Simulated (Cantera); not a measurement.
Charge: 1 mol SiO2, 1.8 mol H2, held at 550 °C and 5550 Torr.

Equilibrium computed with Cantera from the NASA thermochemical tables; the gas is ideal and each condensed phase is pure. Candidate condensed phases: H2O, Si, SiO2; 18 gas species. The numbers say what is thermodynamically allowed, not how fast it happens.

**Question.** What is the equilibrium state?

**Answer.** 
- x(H2) = 1.00
- n(SiO2(α-quartz)) = 1.00 mol
- gas amount = 1.800 mol
- log10 activity of Si(s) (absent) = -3.90
